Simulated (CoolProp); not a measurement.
The fluid at 612.47 K and 1.78 MPa flows at 0.45 m/s in a round tube of 6 mm bore and 45 µm roughness, fully developed (64/Re and Nu = 3.66 if laminar; Colebrook and Gnielinski if turbulent). The same conditions are run with several fluids, on thermodynamics alone (safety and materials aside).

Values from CoolProp's reference Helmholtz-energy equation of state of each fluid (carbon dioxide: Span 1996; benzene: Thol 2012; ammonia: Gao 2020; ethane: Bücker 2006; methanol: de Reuck 1993).

Problem. Rank carbon dioxide, benzene, ammonia, ethane, methanol by Reynolds number, highest first.

Solution. benzene (5250), ethane (1610), methanol (1560), carbon dioxide (1460), ammonia (732)

```json
[
 {"fluid": "carbon dioxide", "Darcy friction factor": "0.0438", "pressure drop (Pa/m)": "11.4", "heat-transfer coefficient (W/(m² K))": "25.9", "mass flow (kg/h)": "0.707"},
 {"fluid": "benzene", "Darcy friction factor": "0.0446", "pressure drop (Pa/m)": "22.8", "heat-transfer coefficient (W/(m² K))": "158", "mass flow (kg/h)": "1.39"},
 {"fluid": "ammonia", "Darcy friction factor": "0.0874", "pressure drop (Pa/m)": "8.89", "heat-transfer coefficient (W/(m² K))": "43.4", "mass flow (kg/h)": "0.276"},
 {"fluid": "ethane", "Darcy friction factor": "0.0396", "pressure drop (Pa/m)": "7.08", "heat-transfer coefficient (W/(m² K))": "46.5", "mass flow (kg/h)": "0.485"},
 {"fluid": "methanol", "Darcy friction factor": "0.0410", "pressure drop (Pa/m)": "8.06", "heat-transfer coefficient (W/(m² K))": "35.0", "mass flow (kg/h)": "0.533"}
]
```

Transport values come from each fluid's own correlations.
